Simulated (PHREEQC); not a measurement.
**Copper plating or etch bath**

Consider water at 80 °C with 110 mmol/kgw CuSO4, 7.4 mmol/kgw HBF4 and 0.031 mmol/kgw H3BO3. Closed to the air; pH follows from the charge balance.

Model: ion-association model, phreeqc.dat, run in PHREEQC.

Precipitation was switched off in this run.

### Question
Estimate the pH, density.

### Answer
pH 2.97; density 0.989 g/cm³.

### Question
In which forms is S present?

### Answer
CuSO4 48 %, SO4-2 46 %, HSO4- 6.7 % of the S.

Constants without temperature data keep their 25 °C values here. Real BF4- forms and hydrolyses slowly; the run takes it at equilibrium.
